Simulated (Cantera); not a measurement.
What does this Cantera script print?

```python
import numpy as np
import cantera as ct

gas_names = [...]  # 113 gases of nasa_gas.yaml made of C, H, O, Pb
cond_names = """
    C(gr) C6H6(L) C7H8(L) C8H18(L),n-octa H2O(s) H2O(L) Pb(cr) Pb(L) PbO(rd) PbO(yw) PbO(L) PbO2(s)
    Pb3O4(s)
""".split()


# ... load() reads the species with a 1 bar reference pressure and builds the phases ...
atoms = {
    'Pb': {'Pb': 1},
    'CO2': {'C': 1, 'O': 2},
    'H2': {'H': 2},
}
top_T = {'C(gr)': 4500, 'Pb3O4(s)': 820}  # K; cautious upper limits of use, not melting points


# ... equilibrate(T, P, feed) seeds the gas with the atoms and calls Mixture.equilibrate('TP', solver="vcs", rtol=1e-11, max_steps=5000) ...
results = []
feed = {'Pb': 1, 'CO2': 9.4, 'H2': 17}  # mol
P = 4700  # Pa
for T in [1173, 1223, 1273, 1323, 1373, 1423, 1473, 1523, 1573, 1623, 1673, 1723, 1773, 1823]:
    mix = equilibrate(T, P, feed)
    results.append((T, P, feed, dict(zip(mix.species_names, mix.species_moles))))

top = {s: max(r[3][s] / sum(r[3][g] for g in gas_names) for r in results) for s in gas_names}
cols = sorted((s for s in top if top[s] > 1e-05), key=lambda s: -top[s])[:7]
seen = [c for c in cond_names if any(r[3].get(c, 0) > 1e-12 for r in results)]
print("log10 of partial pressures in bar; condensed amounts in mol")
print(f"{'T/K':>10s}" + "".join(f"{s[:9]:>10s}" for s in cols + seen))
for T, P, feed, n in results:
    ng = sum(n[g] for g in gas_names)
    print(f"{T:10.4g}" + "".join(f"{np.log10(max(n[s] / ng * P / 1e5, 1e-99)):10.3f}" for s in cols)
          + "".join(f"{n.get(c, 0):10.4g}" for c in seen))
```

It prints:

```
log10 of partial pressures in bar; condensed amounts in mol
       T/K        H2        CO       H2O       CO2        Pb         H        OH     Pb(L)
      1173    -1.727    -1.948    -1.948    -2.274    -3.375    -7.792   -10.175    0.7609
      1223    -1.740    -1.941    -1.941    -2.306    -3.042    -7.392    -9.638    0.4801
      1273    -1.754    -1.937    -1.937    -2.340    -2.766    -7.024    -9.146         0
      1323    -1.760    -1.928    -1.928    -2.364    -2.766    -6.680    -8.687         0
      1373    -1.766    -1.920    -1.920    -2.387    -2.766    -6.361    -8.263         0
      1423    -1.771    -1.913    -1.913    -2.409    -2.766    -6.063    -7.868         0
      1473    -1.776    -1.906    -1.906    -2.430    -2.766    -5.786    -7.501         0
      1523    -1.780    -1.901    -1.901    -2.450    -2.766    -5.526    -7.158         0
      1573    -1.784    -1.895    -1.896    -2.468    -2.766    -5.283    -6.837         0
      1623    -1.788    -1.891    -1.891    -2.486    -2.766    -5.054    -6.536         0
      1673    -1.791    -1.887    -1.887    -2.502    -2.766    -4.839    -6.253         0
      1723    -1.794    -1.883    -1.883    -2.518    -2.766    -4.636    -5.986         0
      1773    -1.797    -1.880    -1.880    -2.533    -2.766    -4.445    -5.735         0
      1823    -1.800    -1.877    -1.877    -2.546    -2.767    -4.263    -5.498         0
```

Cantera equilibrium calculation (NASA polynomials, part measured and part estimated; ideal gas, pure solids and liquids).
